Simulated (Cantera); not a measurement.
An isothermal, constant-pressure homogeneous reactor starts with NH3 : N2 = 1 : 1.8 (molar parts), at 2298 K and 0.0132 atm.

Computed with Cantera and the gas-phase N/H chemistry of the illustrative SiF4/NH3 mechanism in the Surface Chemkin manual (1991). Walls and surfaces, which speed up NH3 decomposition in real reactors, are not modelled.

**Question.** Predict: x(NH3) at 1.00 s; x(H2) at 1.00 s; x(NH2) at 1.00 s; x(N2) at 1.00 s; x(NH) at 1.00 s; x(N2H2) at 1.00 s.

**Answer.** 
- x(NH3) at 1.00 s = 0.000134 (gas-phase equilibrium 2.90e-8)
- x(H2) at 1.00 s = 0.388 (gas-phase equilibrium 0.360)
- x(NH2) at 1.00 s = 9.83e-6 (gas-phase equilibrium 1.28e-8)
- x(N2) at 1.00 s = 0.603 (gas-phase equilibrium 0.590)
- x(NH) at 1.00 s = 4.98e-6 (gas-phase equilibrium 3.91e-8)
- x(N2H2) at 1.00 s = 1.13e-9 (gas-phase equilibrium <1e-12)
